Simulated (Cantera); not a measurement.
Nitride etching: BN + O2 + N2

A closed system holds: 1 mol BN, 4.7 mol O2, 0.7 mol N2, held at 1.30 Pa.

Method: chemical equilibrium by Gibbs-energy minimisation in Cantera with the NASA 1993 tables (ideal gas, pure condensed phases). Candidate condensed phases: B, BN, B2O3; 17 gas species. Rates play no part.

```json
[
 {"T (K)": "800", "x O2": "0.767", "x O": "1.94e-11", "x N2": "0.233", "x BO2": "3.34e-12", "x B2O3": "1.46e-12", "x BO": "<1e-12", "x NO": "2.08e-6", "n B2O3(l)": "0.500"},
 {"T (K)": "900", "x O2": "0.767", "x O": "1.31e-9", "x N2": "0.233", "x BO2": "9.24e-10", "x B2O3": "1.23e-9", "x BO": "<1e-12", "x NO": "9.58e-6", "n B2O3(l)": "0.500"},
 {"T (K)": "1000", "x O2": "0.767", "x O": "3.82e-8", "x N2": "0.233", "x BO2": "8.13e-8", "x B2O3": "2.58e-7", "x BO": "<1e-12", "x NO": "3.25e-5", "n B2O3(l)": "0.500"},
 {"T (K)": "1100", "x O2": "0.767", "x O": "6.06e-7", "x N2": "0.233", "x BO2": "3.12e-6", "x B2O3": "1.97e-5", "x BO": "<1e-12", "x NO": "8.83e-5", "n B2O3(l)": "0.500"},
 {"T (K)": "1200", "x O2": "0.766", "x O": "6.08e-6", "x N2": "0.233", "x BO2": "6.42e-5", "x B2O3": "0.000708", "x BO": "5.86e-11", "x NO": "0.000203", "n B2O3(l)": "0.496"},
 {"T (K)": "1300", "x O2": "0.755", "x O": "4.26e-5", "x N2": "0.229", "x BO2": "0.000819", "x B2O3": "0.0143", "x BO": "6.47e-9", "x NO": "0.000405", "n B2O3(l)": "0.423"},
 {"T (K)": "1400", "x O2": "0.697", "x O": "0.000219", "x N2": "0.212", "x BO2": "0.00482", "x B2O3": "0.0860", "x BO": "2.49e-7", "x NO": "0.000684", "n B2O3(l)": "0"},
 {"T (K)": "1500", "x O2": "0.693", "x O": "0.000936", "x N2": "0.211", "x BO2": "0.0103", "x B2O3": "0.0831", "x BO": "2.62e-6", "x NO": "0.00115", "n B2O3(l)": "0"},
 {"T (K)": "1600", "x O2": "0.687", "x O": "0.00333", "x N2": "0.210", "x BO2": "0.0197", "x B2O3": "0.0781", "x BO": "2.01e-5", "x NO": "0.00181", "n B2O3(l)": "0"},
 {"T (K)": "1700", "x O2": "0.675", "x O": "0.0102", "x N2": "0.208", "x BO2": "0.0338", "x B2O3": "0.0703", "x BO": "0.000119", "x NO": "0.00267", "n B2O3(l)": "0"},
 {"T (K)": "1800", "x O2": "0.652", "x O": "0.0272", "x N2": "0.205", "x BO2": "0.0526", "x B2O3": "0.0595", "x BO": "0.000556", "x NO": "0.00373", "n B2O3(l)": "0"},
 {"T (K)": "1900", "x O2": "0.610", "x O": "0.0646", "x N2": "0.199", "x BO2": "0.0735", "x B2O3": "0.0461", "x BO": "0.00211", "x NO": "0.00491", "n B2O3(l)": "0"},
 {"T (K)": "2000", "x O2": "0.540", "x O": "0.136", "x N2": "0.189", "x BO2": "0.0905", "x B2O3": "0.0315", "x BO": "0.00659", "x NO": "0.00602", "n B2O3(l)": "0"},
 {"T (K)": "2100", "x O2": "0.435", "x O": "0.254", "x N2": "0.174", "x BO2": "0.0953", "x B2O3": "0.0179", "x BO": "0.0169", "x NO": "0.00673", "n B2O3(l)": "0"}
]
```
x: gas mole fraction; n: condensed amount in mol.

From 800 K to 1300 K the condensed part is B2O3(l). From 1400 K to 2100 K nothing is condensed.
